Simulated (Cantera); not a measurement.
Mixture: CH₄ : O₂ : N₂ = 1 : 2.7 : 10.2 (molar parts), at 10.0 bar, adiabatic and at constant pressure. Ignition delay is the time to a rise of 400 K.

Detailed kinetics in Cantera: GRI-Mech 3.0 (53 species, 325 reactions).

Task: What does this change do: pressure from 10.0 bar to 1.01 bar?

Result: 
```json
[
 {"quantity": "delay at 1000 K", "before": "76.4 ms", "after": "0.942 s"},
 {"quantity": "delay at 1100 K", "before": "15.6 ms", "after": "0.176 s"},
 {"quantity": "delay at 1200 K", "before": "4.15 ms", "after": "38.9 ms"},
 {"quantity": "delay at 1300 K", "before": "1.28 ms", "after": "10.00 ms"},
 {"quantity": "apparent activation energy between 1250 and 1350 K", "before": "160 kJ/mol", "after": "180 kJ/mol"}
]
```

Task: What does this change do: constant volume in place of constant pressure?

Result: 
```tsv
quantity	before	after
delay at 1000 K	76.4 ms	74.3 ms
delay at 1100 K	15.6 ms	15.1 ms
delay at 1200 K	4.15 ms	3.98 ms
delay at 1300 K	1.28 ms	1.22 ms
apparent activation energy between 1250 and 1350 K	160 kJ/mol	160 kJ/mol
```
